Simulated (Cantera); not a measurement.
**Premixed flame**

A freely propagating, adiabatic, planar premixed flame of 10.3 % CH4, 5.13 % CO, 17.8 % O2, 66.8 % N2, equivalence ratio 1.3, unburnt at 600 K and 1000000 Pa; mixture-averaged transport, grid criteria slope 0.08 and curve 0.16, no radiation.

Computed with Cantera and GRI-Mech 3.0 (53 species, 325 reactions). Burning velocities carry a grid error of a few per cent, more on coarse grids.

```csv
z (mm),T (K),u (m/s),x CH4,x CO,x O2,x C2H2,x C2H6,x HCN
-0.214,601,0.473,0.102,0.0512,0.177,7.56e-8,1.48e-7,<1e-8
-0.143,610,0.481,0.101,0.0511,0.176,9.79e-7,2.30e-6,2.60e-8
-0.107,635,0.503,0.0992,0.0513,0.174,4.48e-6,1.17e-5,1.21e-7
-0.0715,765,0.611,0.0903,0.0533,0.163,3.34e-5,0.000107,9.07e-7
-0.0357,1247,1.01,0.0587,0.0644,0.118,0.000218,0.000760,5.79e-6
-0.0179,1657,1.35,0.0311,0.0765,0.0750,0.000490,0.000896,1.20e-5
0,2030,1.66,0.00766,0.0866,0.0308,0.000805,0.000116,2.23e-5
0.0179,2199,1.79,0.000822,0.0846,0.00866,0.000302,1.59e-6,2.74e-5
0.0357,2249,1.83,7.68e-5,0.0792,0.00248,4.81e-5,1.55e-8,1.95e-5
0.0715,2282,1.85,1.64e-6,0.0751,0.000502,1.89e-6,<1e-8,8.01e-6
0.143,2306,1.86,1.69e-8,0.0742,0.000147,3.48e-8,<1e-8,2.36e-6
0.286,2319,1.87,<1e-8,0.0743,4.89e-5,<1e-8,<1e-8,6.25e-7
0.572,2324,1.88,<1e-8,0.0744,2.30e-5,<1e-8,<1e-8,1.54e-7
```
x: mole fraction of selected species; z is measured from the peak of heat release.

The laminar burning velocity is 47.1 cm/s and the thermal thickness is 0.0715 mm. The peak x(C2H2) comes out as 0.000810. The peak x(C2H6) is 0.000986 and the peak x(HCN) is 2.78e-5. The grid points is 137.
